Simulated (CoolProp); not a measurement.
Properties of R143a at several states (Tc = 72.7 °C, pc = 37.62 bar, ω = 0.261).

Values from CoolProp's reference Helmholtz-energy equation of state, Lemmon and Jacobsen 2000.

| T (°C) | p (bar) | phase | density (kg/m³) | cp (kJ/(kg K)) | conductivity (mW/(m K)) |
|---|---|---|---|---|---|
| -11.25 | 1.86 | gas | 7.566 | ? | 11.8 |
| -2.65 | 0.158 | gas | 0.5926 | ? | ? |
| -8.55 | 64.9 | liquid | 1079 | 1.407 | 88.5 |
| -106.75 | 15.8 | liquid | ? | ? | ? |

Problem. Complete the blanks.

Solution. 
- -11.25, cp (kJ/(kg K)): 0.9162
- -2.65, cp (kJ/(kg K)): 0.8753
- -2.65, conductivity (mW/(m K)): 12.4
- -106.75, density (kg/m³): 1321
- -106.75, cp (kJ/(kg K)): 1.212
- -106.75, conductivity (mW/(m K)): 135

Thermal conductivity comes from a separate model (McLinden 2000), an estimate that may be off by 10 % or more.
